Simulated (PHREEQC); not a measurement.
0.019 g of hydrous ferric oxide (600 m²/g; 0.2 weak and 0.005 strong sites per Fe, Dzombak-Morel constants, diffuse double layer) in 1 kg of water with 0.01 mol/kgw of an inert sodium salt and 8.8e-06 mol BaCl2, at 25 °C; the pH is set by adding NaOH or the inert anion's acid. Oxygen is held at 0.21 atm. CO2 from the air is kept out. No solid was allowed to form.

Computed with PHREEQC (ion-association model, wateq4f.dat).

```
pH   Ba sorbed (%)  surface charge σ (C/m²)  surface potential ψ (mV)
---  -------------  -----------------------  ------------------------
4              0.0                    0.216                       185
4.5            0.0                    0.160                       ___
5              0.0                    0.113                       152
5.5            0.0                    0.077                       132
6              0.0                    0.050                       110
6.5            0.0                    0.030                        86
7.5            1.0                    0.008                        34
8              4.8                    0.002                         8
8.5           10.0                      ___                       -17
9             12.4                   -0.011                       -44
9.5            ___                   -0.021                       -69
10            37.2                   -0.033                       -90
```

### Question
What belongs in the gaps?

### Answer

- 4.5, surface potential ψ (mV): 170
- 8.5, surface charge σ (C/m²): -0.004
- 9.5, Ba sorbed (%): 17.2
